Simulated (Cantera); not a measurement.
An adiabatic, constant-volume homogeneous reactor starts with 17.4 % CH₃OH, 17.4 % O₂, 65.3 % N₂, equivalence ratio 1.5, at 1025 K and 3750 Torr.

Cantera simulation using GRI-Mech 3.0 (53 species, 325 reactions); the numbers are that mechanism's predictions, not measurements. GRI-Mech 3.0 was tuned for natural gas; its chemistry of methanol as a main component is partial and can be far from experiment.

Question: Predict: time of steepest temperature rise; temperature at 6.00 s; equilibrium temperature; x(O₂) at 6.00 s; x(HCN) at 6.00 s.

Answer: 
* **time of steepest temperature rise**: 71.1 ms
* **temperature at 6.00 s**: 2812 K
* **equilibrium temperature**: 2812 K
* **x(O₂) at 6.00 s**: 0.000533 (gas-phase equilibrium 0.000533)
* **x(HCN) at 6.00 s**: 1.37e-7 (gas-phase equilibrium 1.37e-7)
